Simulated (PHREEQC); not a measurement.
Synthetic water in mg/L, 25 °C, pH 3.17, pe 11.1:

```json
[
 {"constituent": "Na", "mg/L": "1820"},
 {"constituent": "K", "mg/L": "125"},
 {"constituent": "Ca", "mg/L": "438"},
 {"constituent": "Mg", "mg/L": "10.8"},
 {"constituent": "Cl", "mg/L": "1090"},
 {"constituent": "S(6) as SO4", "mg/L": "3670"},
 {"constituent": "Si as SiO2", "mg/L": "90.1"}
]
```

Cl is adjusted to close the charge balance.
Valence states are taken as typed.

Equilibrium calculation in PHREEQC: ion-association model, phreeqc.dat.

```yaml
ionic_strength: 0.130 mol/kgw
specific_conductance: 9230 µS/cm
density: 1.003 g/cm³
total_alkalinity: -1.71 meq/kg
```

| species | molality | activity | log γ |
|---|---|---|---|
| Na+ | 0.0760 | 0.0585 | -0.113 |
| Cl- | 0.0306 | 0.0229 | -0.126 |
| SO4-2 | 0.0292 | 0.00996 | -0.467 |
| Ca+2 | 0.00677 | 0.00245 | -0.441 |
| CaSO4 | 0.00422 | 0.00434 | 0.013 |
| NaSO4- | 0.00378 | 0.00292 | -0.112 |
| K+ | 0.00302 | 0.00225 | -0.128 |
| H4SiO4 | 0.00151 | 0.00156 | 0.013 |
| HSO4- | 0.000853 | 0.000654 | -0.115 |
| H+ | 0.000830 | 0.000676 | -0.089 |
| Mg+2 | 0.000240 | 9.15e-5 | -0.419 |

Precipitation was switched off in this run. The solution is supersaturated, for example in Quartz (slow to form), Chalcedony (slow to form), so a real one may precipitate; this is no full list.
